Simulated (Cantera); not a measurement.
Input: 1 mol MgO, 23 mol Cl2, 6.1 mol N2, equilibrated at 66.0 mbar.

These are equilibrium values from Cantera (NASA tables, ideal gas, pure condensed phases), not measurements of a reactor. Candidate condensed phases: Mg, MgCl2, MgO; 18 gas species. Rates play no part. All values below are at 1548 K.

Base state: Cl2 0.543, Cl 0.229, N2 0.182, MgCl2 0.0299, O2 0.0148, NO 0.000196, ClO 0.000166 (mole fractions); condensed: gas only.

Task: What changes in the equilibrium state with this change: pressure from 66.0 mbar to 7.20 Pa?

Result: 
```csv
species,before,after
Cl,0.229,0.843
N2,0.182,0.119
MgCl2,0.0299,0.0195
Cl2,0.543,0.00802
O2,0.0148,0.00965
O,3.61e-6,8.83e-5
ClO,0.000166,1.63e-5
```
